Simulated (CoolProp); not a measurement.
Vapour-liquid equilibrium of R125 (1) + R236FA (2) at -12.25 °C; x and y are mole fractions of (1).

Computed with CoolProp (multi-fluid Helmholtz-energy mixture model, Lemmon 2005 and Pan 2012; pair parameters Bell 2016).

Give the bubble pressure and the first vapour's composition at x = 0.05, 0.5, 0.65. Is there an azeotrope?

x = 0.05: 0.08170 MPa, y = 0.256; x = 0.5: 0.2486 MPa, y = 0.858; x = 0.65: 0.3058 MPa, y = 0.916. No azeotrope shows between x = 0.05 and 0.95.

Pair parameters are fitted to limited data, so mixtures are less certain than the pure fluids.
